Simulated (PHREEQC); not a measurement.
Consider water at 25 °C with 82 mmol/kgw CuSO4, 19 mmol/kgw HCl and 0.13 mmol/kgw NaCl. Closed to the air; pH follows from the charge balance.

Model: ion-association model, phreeqc.dat, run in PHREEQC.

| quantity | before | after |
|---|---|---|
| pH | 2.15 | 3.77 |
| ionic strength (mol/kgw) | 0.188 | 0.00317 |
| Cu+2 (mol/kgw) | 0.0469 | 0.000750 |
| SO4-2 (mol/kgw) | 0.0375 | 0.000740 |
| CuSO4 (mol/kgw) | 0.0343 | 7.00e-5 |
| Cl- (mol/kgw) | 0.0184 | 0.000191 |

Question: What was changed between the two runs?
(A) NaCl from 0.00013 to 1.3e-05 mol/kgw
(B) diluted 100-fold with water
(C) NaCl left out
(D) HCl from 0.019 to 0.095 mol/kgw
(E) diluted 5-fold with water

Answer: B, diluted 100-fold with water

Precipitation was switched off in this run.
